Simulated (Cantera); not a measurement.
A closed system holds: 1 mol V, 0.031 mol H₂O, equilibrated at 2200 °C.

Method: chemical equilibrium by Gibbs-energy minimisation in Cantera with the NASA 1993 tables (ideal gas, pure condensed phases). Candidate condensed phases: H₂O, V, VO, V₂O₃, V₂O₄, V₂O₅; 12 gas species. Each liquid is taken as pure. Mutual solubility and eutectic melting of coexisting phases are not modelled. VO: taken at fixed stoichiometry. Condensed phases not in the tables: N, O or C dissolved in the metal. Kinetics and transport are ignored.

Task: At 0.0240 bar, list the 5 most abundant gas species with their mole fractions, and the condensed phases.

Result: H₂ 0.824, H 0.131, V 0.0259, VO 0.0165, VO₂ 0.00159. Condensed: V(l) + VO(l).
